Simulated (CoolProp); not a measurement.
Carbon dioxide along the isotherm 234.5 K: fugacity coefficient from the reference equation and from simpler models built on Tc = 304.1 K, pc = 73.77 bar, ω = 0.224; each cubic takes its own stable root.

Computed with CoolProp (reference Helmholtz-energy equation of state, Span 1996).

| p (bar) | phase | reference |
|---|---|---|
| 15.4 | liquid | 0.6122 |
| 30.7 | liquid | 0.3168 |
| 46.1 | liquid | 0.2176 |
| 61.5 | liquid | 0.1682 |
| 76.8 | liquid | 0.1389 |
| 92.2 | liquid | 0.1193 |
| 108 | liquid | 0.1051 |
| 123 | liquid | 0.09509 |
| 138 | liquid | 0.08730 |
| 154 | liquid | 0.08074 |
| 169 | liquid | 0.07577 |
| 184 | liquid | 0.07167 |

Question: How far does each simpler model (Redlich-Kwong, Soave-Redlich-Kwong, Peng-Robinson) lie from the reference over these 12 states: mean and median of the absolute difference, and the worst?

Answer: 
- Redlich-Kwong: mean 31.0 %, median 31.1 %, worst +33.4 % at 234.5 K and 184 bar
- Soave-Redlich-Kwong: mean 2.6 %, median 2.7 %, worst +4.0 % at 234.5 K and 184 bar
- Peng-Robinson: mean 1.3 %, median 1.3 %, worst -2.0 % at 234.5 K and 184 bar
